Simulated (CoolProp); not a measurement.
Vapour-liquid equilibrium of n-hexane (1) + toluene (2) at 0.0947 MPa; x and y are mole fractions of (1).

The numbers come from the multi-fluid Helmholtz-energy mixture model, Thol 2019 and Lemmon 2006; pair parameters Bell 2016 in CoolProp.

| x | bubble temperature, mixture model (°C) | bubble temperature, Raoult's law (°C) | y, mixture model | y, Raoult's law |
|---|---|---|---|---|
| 0.05 | 102.7 | 104.6 | 0.185 | 0.146 |
| 0.2 | 91.2 | 95.2 | 0.506 | 0.459 |
| 0.35 | 83.8 | 87.7 | ? | 0.655 |
| 0.5 | 78.5 | 81.4 | 0.776 | 0.784 |
| 0.65 | 74.4 | 76.2 | ? | 0.874 |
| 0.8 | 70.8 | 71.7 | 0.920 | 0.939 |
| 0.95 | ? | 67.8 | 0.980 | 0.987 |

Question: Some entries are withheld; supply them.

Answer: 
- 0.35, y, mixture model: 0.671
- 0.65, y, mixture model: 0.854
- 0.95, bubble temperature, mixture model (°C): 67.6

The largest gap from Raoult's law is -4.0 K in bubble temperature, at x = 0.2. No azeotrope shows between x = 0.05 and 0.95.

Pair parameters are fitted to limited data, so mixtures are less certain than the pure fluids.
